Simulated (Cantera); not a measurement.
Feed: 1 mol V2O5, 2700 mol H2, held at 12.0 Pa.

Method: chemical equilibrium by Gibbs-energy minimisation in Cantera with the NASA 1993 tables (ideal gas, pure condensed phases). Candidate condensed phases: H2O, V, VO, V2O3, V2O4, V2O5; 12 gas species. Kinetics and transport are ignored.

Q: At 2173 K, list the 5 most abundant gas species with their mole fractions, and the condensed phases.

A: H2 0.645, H 0.354, H2O 0.000940, VO 0.000346, V 0.000192. Condensed: gas only.
